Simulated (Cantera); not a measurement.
An isothermal, constant-pressure homogeneous reactor starts with 4.31 % H₂, 95.7 % O₂, at 1450 K and 0.0128 atm.

Cantera simulation using GRI-Mech 3.0 (53 species, 325 reactions); the numbers are that mechanism's predictions, not measurements. Radical loss at walls, strong at low pressure, is not modelled. The temperature is held fixed by assumption; the heat of reaction is taken as removed at once.

x: mole fraction; the columns are a selection and need not sum to one.

| t (s) | x H₂ | x O₂ | x O | x H | x HO₂ | x H₂O |
|---|---|---|---|---|---|---|
| 8.00e-6 | 0.0431 | 0.957 | 2.81e-9 | 1.20e-8 | 1.47e-8 | 1.40e-10 |
| 2.73e-5 | 0.0431 | 0.957 | ? | ? | ? | ? |
| 9.32e-5 | 0.0431 | 0.957 | 1.91e-7 | 9.02e-8 | 1.71e-7 | 1.10e-7 |
| 0.000318 | 0.0431 | 0.957 | 4.33e-6 | 1.48e-6 | 5.82e-7 | 5.22e-6 |
| 0.00109 | 0.0189 | 0.937 | 0.0139 | 0.00403 | 1.51e-6 | 0.0180 |
| 0.00371 | 0.000630 | 0.920 | 0.0325 | 0.00400 | 1.38e-6 | 0.0376 |
| 0.0126 | 0.000589 | 0.922 | 0.0302 | 0.00358 | 1.34e-6 | 0.0380 |
| 0.0432 | 0.000472 | 0.929 | 0.0237 | 0.00250 | 1.23e-6 | 0.0391 |
| 0.147 | ? | 0.942 | ? | ? | ? | 0.0412 |
| 0.503 | 5.92e-5 | 0.952 | 0.00278 | 0.000103 | 4.06e-7 | 0.0429 |
| 1.72 | 8.32e-6 | 0.955 | 0.000385 | 5.34e-6 | 1.11e-7 | 0.0436 |
| 5.86 | 1.22e-6 | 0.956 | 5.60e-5 | 2.97e-7 | 6.75e-8 | 0.0439 |
| 20.0 | 4.02e-7 | 0.956 | 1.86e-5 | 5.67e-8 | 9.12e-8 | 0.0439 |

Task: Fill in the missing entries.

Result: 
- 2.73e-5, x O: 2.45e-8
- 2.73e-5, x H: 2.99e-8
- 2.73e-5, x HO₂: 5.00e-8
- 2.73e-5, x H₂O: 4.34e-9
- 0.147, x H₂: 0.000245
- 0.147, x O: 0.0118
- 0.147, x H: 0.000896
- 0.147, x HO₂: 9.18e-7
